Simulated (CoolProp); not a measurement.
Vapour-liquid equilibrium of carbon dioxide (1) + n-butane (2) at -44.65 °C; x and y are mole fractions of (1).

Model: multi-fluid Helmholtz-energy mixture model, Span 1996 and Bücker 2006; pair parameters Kunz 2012, in CoolProp.

| x | bubble pressure, mixture model (bar) | bubble pressure, Raoult's law (bar) | y, mixture model | y, Raoult's law |
|---|---|---|---|---|
| 0.05 | 1.203 | 0.5447 | 0.893 | 0.774 |
| 0.125 | 2.702 | 1.167 | 0.953 | 0.903 |
| 0.2 | 3.950 | 1.790 | 0.969 | 0.942 |
| 0.275 | 4.902 | 2.413 | 0.975 | 0.961 |
| 0.35 | 5.578 | 3.035 | 0.979 | 0.972 |
| 0.425 | 6.040 | 3.658 | 0.981 | 0.980 |
| 0.5 | 6.356 | 4.281 | 0.982 | 0.985 |
| 0.575 | 6.589 | 4.903 | 0.983 | 0.989 |
| 0.65 | 6.793 | 5.526 | 0.985 | 0.992 |
| 0.725 | 7.008 | 6.148 | 0.986 | 0.994 |
| 0.8 | 7.267 | 6.771 | 0.988 | 0.996 |
| 0.875 | 7.602 | 7.394 | 0.990 | 0.998 |
| 0.95 | 8.048 | 8.016 | 0.995 | 0.999 |

The largest gap from Raoult's law is +131.5 % in bubble pressure, at x = 0.125. No azeotrope shows between x = 0.05 and 0.95.

The pair parameters rest on a limited set of measurements; away from them the model extrapolates. With so large a gap from Raoult's law the liquid may split in two, which this calculation doesn't test in full.
